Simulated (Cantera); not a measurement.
# Thermodynamics of metals in furnace atmospheres, feed Fe + NH3 + N2

A closed system holds: 1 mol Fe, 3.2 mol NH3, 270 mol N2, at 9.00 mbar.

Equilibrium computed with Cantera from the NASA thermochemical tables; the gas is ideal and each condensed phase is pure. Candidate condensed phases: Fe; 10 gas species. Equilibrium is a limit: real reactors are often held back by kinetics, nucleation or transport.

From 875 K to 1175 K the condensed part is Fe(α). From 1250 K to 1625 K the condensed part is Fe(γ).

```tsv
T (K)	x N2	x H2	x Fe	x H	x NH3	n Fe(α)	n Fe(γ)
875	0.983	0.0174	<1e-12	6.97e-11	3.04e-8	1.00	0
950	0.983	0.0174	<1e-12	7.73e-10	1.68e-8	1.00	0
1025	0.983	0.0174	5.47e-12	6.05e-9	1.01e-8	1.00	0
1100	0.983	0.0174	1.40e-10	3.59e-8	6.49e-9	1.00	0
1175	0.983	0.0174	2.34e-9	1.70e-7	4.40e-9	1.000	0
1250	0.983	0.0174	2.75e-8	6.71e-7	3.12e-9	0	1.000
1325	0.983	0.0174	2.44e-7	2.27e-6	2.30e-9	0	1.000
1400	0.983	0.0174	1.70e-6	6.76e-6	1.75e-9	0	1.000
1475	0.983	0.0174	9.71e-6	1.80e-5	1.36e-9	0	0.997
1550	0.983	0.0173	4.66e-5	4.37e-5	1.09e-9	0	0.987
1625	0.982	0.0173	0.000193	9.79e-5	8.89e-10	0	0.947
```
x: gas mole fraction; n: condensed amount in mol.
